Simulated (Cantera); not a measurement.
A freely propagating, adiabatic, planar premixed flame of H2 : O2 : N2 = 1 : 0.385 : 1.38 (molar parts), equivalence ratio 1.3, unburnt at 475 K and 90.0 Torr; mixture-averaged transport, grid criteria slope 0.08 and curve 0.16, no radiation.

Detailed kinetics in Cantera: the H2/O2 subset of GRI-Mech 3.0, which has no nitrogen chemistry. Burning velocities carry a grid error of a few per cent, more on coarse grids.

Predict: laminar burning velocity; thermal thickness; peak x(O); peak x(OH); peak x(H2O2).


- laminar burning velocity: 455 cm/s
- thermal thickness: 6.62 mm
- peak x(O): 0.0108
- peak x(OH): 0.0147
- peak x(H2O2): 4.22e-6
